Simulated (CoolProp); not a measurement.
Acetone at several states: Z from the reference equation and from simpler models built on Tc = 508.1 K, pc = 4692 kPa, ω = 0.307; each cubic takes its own stable root.

Computed with CoolProp (reference Helmholtz-energy equation of state, Lemmon 2006). It is a short technical equation, of lower accuracy than the large ones.

| T (K) | p (kPa) | phase | reference |
|---|---|---|---|
| 235.7 | 5090 | liquid | 0.1764 |
| 408.2 | 1240 | liquid | 0.03291 |
| 192.1 | 925 | liquid | 0.03742 |

Q: How far does each simpler model (van der Waals, Soave-Redlich-Kwong, Peng-Robinson) lie from the reference over these 3 states: mean and median of the absolute difference, and the worst?

A: 
- van der Waals: mean 889.8 %, median 99.5 %, worst +2474.0 % at 408.2 K and 1240 kPa
- Soave-Redlich-Kwong: mean 30.5 %, median 29.8 %, worst +32.0 % at 192.1 K and 925 kPa
- Peng-Robinson: mean 15.9 %, median 15.6 %, worst +17.9 % at 192.1 K and 925 kPa

At some of these states van der Waals gives the other phase, because its saturation line lies elsewhere.
